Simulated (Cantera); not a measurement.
Thermodynamics of silicon nitride deposition, feed SiCl4 + NH3 + H2 + HCl

Input: 1 mol SiCl4, 4.5 mol NH3, 0.1 mol H2, 0.61 mol HCl, equilibrated at 100 Torr.

Cantera equilibrium calculation (NASA polynomials, part measured and part estimated; ideal gas, pure solids and liquids). Candidate condensed phases: NH4Cl, Si, Si3N4; 28 gas species. The tables' values for SiCl3, SiCl, SiN are old estimates; treat these amounts as uncertain. Gases not in the tables: Si2H6 and higher silanes. Rates play no part.

From 600 °C to 1400 °C the condensed part is Si3N4(s). From 1500 °C to 1900 °C nothing is condensed. The main Si-bearing gas is SiCl4 at 600 °C and SiCl2 at 1900 °C.

```csv
T (°C),x H2,x HCl,x N2,x SiCl2,x SiCl4,x H,n Si3N4(s)
600,0.504,0.301,0.165,2.40e-9,0.0300,9.09e-11,0.224
700,0.493,0.320,0.161,1.21e-7,0.0250,2.08e-9,0.241
800,0.485,0.334,0.159,2.88e-6,0.0212,2.67e-8,0.254
900,0.479,0.345,0.157,3.91e-5,0.0182,2.24e-7,0.264
1000,0.475,0.351,0.156,0.000344,0.0155,1.35e-6,0.269
1100,0.473,0.353,0.156,0.00211,0.0128,6.27e-6,0.266
1200,0.474,0.342,0.159,0.00924,0.00920,2.39e-5,0.242
1300,0.481,0.310,0.168,0.0278,0.00493,7.72e-5,0.180
1400,0.494,0.257,0.182,0.0571,0.00180,0.000219,0.0782
1500,0.504,0.217,0.193,0.0797,0.000547,0.000553,0
1600,0.502,0.219,0.192,0.0816,0.000202,0.00125,0
1700,0.499,0.220,0.192,0.0824,8.16e-5,0.00261,0
1800,0.496,0.220,0.192,0.0823,3.56e-5,0.00507,0
1900,0.492,0.221,0.191,0.0810,1.67e-5,0.00927,0
```
x: gas mole fraction; n: condensed amount in mol.
